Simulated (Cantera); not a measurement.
An isothermal, constant-pressure homogeneous reactor starts with 2.01 % CO, 6.21 % O₂, 0.393 % H₂O, 91.4 % N₂, equivalence ratio 0.16, at 1150 K and 90.0 Torr.

Cantera simulation using GRI-Mech 3.0 (53 species, 325 reactions); the numbers are that mechanism's predictions, not measurements.

x: mole fraction; the columns are a selection and need not sum to one.

```json
[
 {"t (s)": "0.000900", "x CO": "0.0201", "x O₂": "0.0621", "x H₂O": "0.00393", "x H₂O₂": "<1e-12", "x OH": "9.65e-11"},
 {"t (s)": "0.00156", "x CO": "0.0201", "x O₂": "0.0621", "x H₂O": "0.00393", "x H₂O₂": "<1e-12", "x OH": "2.83e-10"},
 {"t (s)": "0.00271", "x CO": "0.0201", "x O₂": "0.0621", "x H₂O": "0.00393", "x H₂O₂": "<1e-12", "x OH": "9.07e-10"},
 {"t (s)": "0.00469", "x CO": "0.0201", "x O₂": "0.0621", "x H₂O": "0.00393", "x H₂O₂": "<1e-12", "x OH": "3.74e-9"},
 {"t (s)": "0.00814", "x CO": "0.0201", "x O₂": "0.0621", "x H₂O": "0.00393", "x H₂O₂": "<1e-12", "x OH": "2.90e-8"},
 {"t (s)": "0.0141", "x CO": "0.0201", "x O₂": "0.0621", "x H₂O": "0.00393", "x H₂O₂": "1.65e-10", "x OH": "8.71e-7"},
 {"t (s)": "0.0245", "x CO": "0.0185", "x O₂": "0.0608", "x H₂O": "0.00380", "x H₂O₂": "[?]", "x OH": "7.89e-5"},
 {"t (s)": "0.0424", "x CO": "0.00691", "x O₂": "0.0548", "x H₂O": "0.00339", "x H₂O₂": "[?]", "x OH": "0.000199"},
 {"t (s)": "0.0736", "x CO": "0.00155", "x O₂": "0.0530", "x H₂O": "0.00382", "x H₂O₂": "[?]", "x OH": "0.000113"},
 {"t (s)": "0.128", "x CO": "0.000426", "x O₂": "0.0527", "x H₂O": "0.00392", "x H₂O₂": "[?]", "x OH": "5.73e-5"},
 {"t (s)": "0.221", "x CO": "0.000130", "x O₂": "0.0526", "x H₂O": "0.00395", "x H₂O₂": "[?]", "x OH": "3.14e-5"},
 {"t (s)": "0.384", "x CO": "4.12e-5", "x O₂": "0.0526", "x H₂O": "0.00396", "x H₂O₂": "[?]", "x OH": "1.80e-5"},
 {"t (s)": "0.665", "x CO": "1.30e-5", "x O₂": "0.0526", "x H₂O": "0.00396", "x H₂O₂": "[?]", "x OH": "1.05e-5"},
 {"t (s)": "1.15", "x CO": "4.05e-6", "x O₂": "0.0526", "x H₂O": "0.00397", "x H₂O₂": "[?]", "x OH": "6.23e-6"},
 {"t (s)": "2.00", "x CO": "1.23e-6", "x O₂": "0.0526", "x H₂O": "0.00397", "x H₂O₂": "4.90e-10", "x OH": "3.76e-6"}
]
```

Q: Fill in the missing entries.

A: 
- 0.0245, x H₂O₂: 1.58e-8
- 0.0424, x H₂O₂: 3.83e-8
- 0.0736, x H₂O₂: 4.24e-8
- 0.128, x H₂O₂: 3.04e-8
- 0.221, x H₂O₂: 1.69e-8
- 0.384, x H₂O₂: 7.82e-9
- 0.665, x H₂O₂: 3.22e-9
- 1.15, x H₂O₂: 1.26e-9
